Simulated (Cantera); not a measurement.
Feed: 1 mol CH₃Cl, 0.71 mol Si, 17 mol H₂, held at 0.0450 bar.

Cantera equilibrium calculation (NASA polynomials, part measured and part estimated; ideal gas, pure solids and liquids). Candidate condensed phases: C, C₆H₆, C₇H₈, C₈H₁₈, Si, SiC; 109 gas species. The numbers say what is thermodynamically allowed, not how fast it happens.

Over these rows the condensed part is C(graphite) + SiC(s). Partial pressures as log10 of bar:

```json
[
 {"T (K)": "948", "1000/T (1/K)": "1.0549", "log p SiHCl₃": "-5.17", "log p H₂": "-1.37", "log p HCl": "-2.68"},
 {"T (K)": "1098", "1000/T (1/K)": "0.9107", "log p SiHCl₃": "?", "log p H₂": "-1.37", "log p HCl": "-2.63"},
 {"T (K)": "1248", "1000/T (1/K)": "0.8013", "log p SiHCl₃": "-6.86", "log p H₂": "-1.37", "log p HCl": "-2.63"},
 {"T (K)": "1398", "1000/T (1/K)": "0.7153", "log p SiHCl₃": "-7.48", "log p H₂": "-1.37", "log p HCl": "-2.63"},
 {"T (K)": "1548", "1000/T (1/K)": "0.6460", "log p SiHCl₃": "-7.98", "log p H₂": "-1.37", "log p HCl": "-2.63"},
 {"T (K)": "1698", "1000/T (1/K)": "0.5889", "log p SiHCl₃": "-8.39", "log p H₂": "-1.37", "log p HCl": "-2.63"}
]
```

Q: Fit log p(SiHCl₃) = a + b·(1000/T) to the five rows, give the apparent enthalpy, and predict the row at 1098 K.

A: Means: 1000/T = 0.7613, log p = -7.176. Sxy = 0.917580, Sxx = 0.1329328, so b = 6.90 and a = -7.176 − (6.90)×0.7613 = -12.43.
Apparent enthalpy: −19.145 × (6.90) = -132 kJ/mol. With the condensed phases at unit activity, SiC(s) + 3 HCl(g) = SiHCl₃(g) + C(graphite) + H₂(g) links this pressure to the main gases: over the six rows their terms move log p by +0.15 in all, so the slope is close to that reaction's ΔH°. The five rows lie within 0.04 of the line.
Prediction at 1098 K: -12.43 + (6.90)×0.9107 = -6.15. The computed value is -6.06, 0.09 from the line.
